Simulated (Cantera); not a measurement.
Source: NASA polynomial tables (part measured, part estimated), evaluated in Cantera. Values are per mole of reaction as written; species without (g) are pure solids or liquids, kept so even where they would boil at 1 bar. ZrN: taken at fixed stoichiometry.

5 O₃(g) + 6 ZrN = 3 N₂O(g) + 6 ZrO₂(g)

```csv
T (K),ΔH° (kJ),ΔS° (J/K),ΔG° (kJ),log10 K
300,10.1,873.6,-252.0,43.88
1075,-51.1,778.9,-888.3,43.16
1150,-58.0,772.6,-946.5,42.99
1225,-65.0,766.7,-1004.2,42.82
1300,-72.2,761.0,-1061.5,42.65
1375,?,?,?,?
1450,-87.6,749.8,-1174.8,42.32
1525,?,?,?,?
1600,-104.9,738.5,-1286.5,42.00
1675,?,?,?,?
1750,-124.7,726.7,-1396.4,41.68
```

**Question.** Some entries are withheld; supply them.

**Answer.** 
- 1375, ΔH° (kJ): -79.7
- 1375, ΔS° (J/K): 755.4
- 1375, ΔG° (kJ): -1118.4
- 1375, log10 K: 42.49
- 1525, ΔH° (kJ): -96.0
- 1525, ΔS° (J/K): 744.2
- 1525, ΔG° (kJ): -1230.9
- 1525, log10 K: 42.16
- 1675, ΔH° (kJ): -114.4
- 1675, ΔS° (J/K): 732.6
- 1675, ΔG° (kJ): -1341.6
- 1675, log10 K: 41.84
